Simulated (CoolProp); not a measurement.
The numbers come from the reference Helmholtz-energy equation of state, Thol 2019 in CoolProp.

**Question.** For decamethylcyclopentasiloxane (D5), give the phase and the Z, cv (kJ/(kg K)), isothermal compressibility (1/MPa) at 268.4 K and 1280 kPa.

**Answer.** 
- 268.4 K and 1280 kPa: liquid; Z 0.215, cv 1.41, isothermal compressibility 0.00114
